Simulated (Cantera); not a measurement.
An adiabatic, constant-pressure homogeneous reactor starts with CH₄ : O₂ : N₂ = 1 : 1.05 : 3.96 (molar parts), equivalence ratio 1.9, at 1675 K and 1800 Torr. Integrator tolerance rtol = 1e-08.

Model: GRI-Mech 3.0 (53 species, 325 reactions), integrated in Cantera.

What does this change do: pressure from 1800 Torr to 760 Torr?


```tsv
quantity	before	after
time of steepest temperature rise	0.157 ms	0.309 ms
temperature at 0.200 s	2694 K	2658 K
equilibrium temperature	2694 K	2658 K
x(CH₄) at 0.200 s	2.32e-11 (gas-phase equilibrium 2.61e-11)	4.57e-12 (gas-phase equilibrium 5.16e-12)
x(O₂) at 0.200 s	7.76e-5 (gas-phase equilibrium 7.76e-5)	0.000134 (gas-phase equilibrium 0.000134)
x(NO) at 0.200 s	0.000515 (gas-phase equilibrium 0.000515)	0.000639 (gas-phase equilibrium 0.000639)
x(OH) at 0.200 s	0.00329 (gas-phase equilibrium 0.00329)	0.00421 (gas-phase equilibrium 0.00421)
x(H₂O₂) at 0.200 s	1.91e-8 (gas-phase equilibrium 1.91e-8)	1.50e-8 (gas-phase equilibrium 1.50e-8)
x(H₂) at 0.200 s	0.142 (gas-phase equilibrium 0.142)	0.140 (gas-phase equilibrium 0.140)
```
